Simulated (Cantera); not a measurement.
**Ammonia decomposition in nitride growth gas**

An isothermal, constant-pressure homogeneous reactor starts with 9.71 % NH₃, 90.3 % N₂, at 1550 K and 100000 Pa.

Cantera simulation using the gas-phase N/H chemistry of the illustrative SiF4/NH3 mechanism in the Surface Chemkin manual (1991); the numbers are that mechanism's predictions, not measurements. Walls and surfaces, which speed up NH3 decomposition in real reactors, are not modelled.

```tsv
t (s)	x NH₃	x H	x N₂H₄	x H₂	x NH₂	x N	x N₂
6.00e-6	0.0971	2.36e-9	<1e-12	8.28e-9	1.89e-8	<1e-12	0.903
2.58e-5	0.0971	2.39e-9	<1e-12	4.33e-8	8.91e-8	<1e-12	0.903
0.000111	0.0971	2.39e-9	7.71e-12	1.94e-7	3.91e-7	<1e-12	0.903
0.000476	0.0971	2.42e-9	1.53e-10	8.47e-7	1.68e-6	<1e-12	0.903
0.00205	0.0971	3.13e-9	2.81e-9	4.07e-6	7.17e-6	5.37e-12	0.903
0.00880	0.0970	1.33e-8	2.88e-8	4.22e-5	2.29e-5	5.08e-11	0.903
0.0378	0.0968	5.19e-8	3.70e-8	0.000351	2.60e-5	2.24e-10	0.903
0.162	0.0958	2.02e-7	3.39e-8	0.00169	2.49e-5	1.01e-9	0.902
0.698	0.0919	7.62e-7	2.72e-8	0.00712	2.23e-5	3.70e-9	0.901
3.00	0.0784	2.52e-6	1.72e-8	0.0255	1.77e-5	6.20e-9	0.896
```
x: mole fraction; the columns are a selection and need not sum to one.

Equilibrium at this temperature and pressure: NH₃ 2.38e-6, H 1.16e-5, N₂H₄ <1e-12, H₂ 0.133, NH₂ 4.75e-10, N <1e-12, N₂ 0.867 (gas phase only).
